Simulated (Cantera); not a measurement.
A perfectly stirred reactor is fed with C₃H₈ : H₂ = 1 : 2.1 (molar parts), at 76.0 Pa; it is held at 1923 K, and followed from long to short residence time.

Cantera simulation using GRI-Mech 3.0 (53 species, 325 reactions); the numbers are that mechanism's predictions, not measurements. GRI-Mech 3.0 was tuned for natural gas; its chemistry of propane as a main component is partial and can be far from experiment. GRI-Mech 3.0 stops at C3 and has no aromatics, soot or wall deposition, so with more carbon than oxygen in the feed, carbon stays in small species such as C2H2 where larger ones or solid carbon would form. Radical loss at walls, strong at low pressure, is not modelled.

| quantity | before | after |
|---|---|---|
| x(C₃H₈) at τ = 4.50 s | 1.61e-5 | 2.05e-5 |
| x(H₂) at τ = 4.50 s | 0.733 | 0.677 |
| x(CH₂) at τ = 4.50 s | 1.83e-5 | 1.96e-5 |
| x(C₂H₂) at τ = 4.50 s | 0.239 | 0.294 |
| x(CH₄) at τ = 4.50 s | 0.0178 | 0.0194 |
| x(C₃H₈) at τ = 28.0 ms | 0.00260 | 0.00339 |
| x(H₂) at τ = 28.0 ms | 0.617 | 0.535 |
| x(CH₂) at τ = 28.0 ms | 8.63e-5 | 9.49e-5 |
| x(C₂H₂) at τ = 28.0 ms | 0.173 | 0.226 |
| x(CH₄) at τ = 28.0 ms | 0.134 | 0.147 |

**Question.** Which change was made?
A. temperature 1923 to 1248 K
B. temperature 1923 to 1050 K
C. pressure from 76.0 Pa to 1330 Pa
D. H2 2.1 to 0.99 parts

**Answer.** D, H2 2.1 to 0.99 parts
